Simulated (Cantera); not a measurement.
Input: 1 mol CH3SiCl3, 1.1 mol C2H2, 28 mol H2, held at 2.00 mbar.

Cantera equilibrium calculation (NASA polynomials, part measured and part estimated; ideal gas, pure solids and liquids). Candidate condensed phases: C, C6H6, C7H8, C8H18, Si, SiC; 109 gas species. The feed counts by its element totals alone. The tables' values for SiCl are old estimates; treat these amounts as uncertain. Gases not in the tables: Si2H6 and higher silanes. The numbers say what is thermodynamically allowed, not how fast it happens.

x: gas mole fraction; n: condensed amount in mol.

| T (K) | x H2 | x HCl | x H | x Si | x Cl | x SiCl2 | x C2H2 (acetylene) | n C(graphite) | n SiC(s) |
|---|---|---|---|---|---|---|---|---|---|
| 1575 | 0.906 | 0.0927 | 0.000884 | 2.77e-7 | 7.19e-5 | ___ | 1.91e-5 | 2.21 | 0.990 |
| 1650 | 0.905 | 0.0924 | 0.00193 | 1.66e-6 | 0.000155 | ___ | 4.13e-5 | 2.21 | 0.986 |
| 1725 | 0.903 | 0.0919 | 0.00395 | 8.54e-6 | 0.000311 | ___ | 8.32e-5 | 2.21 | 0.982 |
| 1800 | 0.900 | 0.0911 | 0.00759 | 3.82e-5 | 0.000588 | ___ | 0.000158 | 2.21 | 0.976 |
| 1875 | 0.894 | 0.0900 | 0.0139 | 0.000152 | 0.00106 | ___ | 0.000283 | 2.22 | 0.966 |
| 1950 | 0.884 | 0.0883 | 0.0241 | 0.000540 | 0.00180 | ___ | 0.000483 | 2.22 | 0.944 |
| 2025 | 0.867 | 0.0858 | 0.0401 | 0.00175 | 0.00294 | ___ | 0.000785 | 2.25 | 0.889 |
| 2100 | 0.841 | 0.0820 | 0.0639 | 0.00520 | 0.00459 | ___ | 0.00121 | 2.35 | 0.738 |

### Question
What belongs in the gaps?

### Answer

- 1575, x SiCl2: 0.000310
- 1650, x SiCl2: 0.000416
- 1725, x SiCl2: 0.000542
- 1800, x SiCl2: 0.000687
- 1875, x SiCl2: 0.000847
- 1950, x SiCl2: 0.00102
- 2025, x SiCl2: 0.00119
- 2100, x SiCl2: 0.00134
